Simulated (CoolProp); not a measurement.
Vapour-liquid equilibrium of propylene (1) + R114 (2) at 285.3 K; x and y are mole fractions of (1).

Computed with CoolProp (multi-fluid Helmholtz-energy mixture model, Lemmon 2013 and Platzer 1990; pair parameters Bell 2016). This equation is an older, rougher fit; its heat capacities, sound speeds and derivatives of the liquid may be far off and weren't checked against measurements.

Task: Give the bubble pressure and the first vapour's composition at x = 0.425, 0.575, 0.8. Is there an azeotrope?

Result: x = 0.425: 490.3 kPa, y = 0.804; x = 0.575: 583.4 kPa, y = 0.864; x = 0.8: 709.0 kPa, y = 0.934. No azeotrope shows between x = 0.05 and 0.95.

The pair parameters rest on a limited set of measurements; away from them the model extrapolates.
